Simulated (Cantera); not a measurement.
## Thermodynamics of titanium nitride, carbide and oxide coatings, feed Ti + CH4

Input: 1 mol Ti, 8.2 mol CH4, at 1252 °C and 0.278 Torr.

Cantera equilibrium calculation (NASA polynomials, part measured and part estimated; ideal gas, pure solids and liquids). Candidate condensed phases: C, C6H6, C7H8, C8H18, Ti, TiC; 77 gas species. TiC: taken at fixed stoichiometry. Kinetics and transport are ignored.

```
Property                             Result
--------------------------------  ---------
x(H2)                                 0.999
x(H)                                0.00123
x(C2H2 (acetylene))                 1.21e-5
n(C(graphite))                     7.20 mol
n(TiC(s))                          1.00 mol
gas amount                        16.41 mol
log10 activity of Ti(β) (absent)      -5.67
```
